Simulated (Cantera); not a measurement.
Feed: 1 mol FeS, 130 mol H2, held at 0.113 Torr.

Equilibrium computed with Cantera from the NASA thermochemical tables; the gas is ideal and each condensed phase is pure. Candidate condensed phases: Fe, FeS, FeS2, S; 8 gas species. The numbers say what is thermodynamically allowed, not how fast it happens.

### Question
At 1177 °C, list the 6 most abundant gas species with their mole fractions, and the condensed phases.

### Answer
H2 0.993, H2S 0.00264, S2 0.00216, H 0.000770, SH 0.000612, Fe 0.000333. Condensed: Fe(γ).
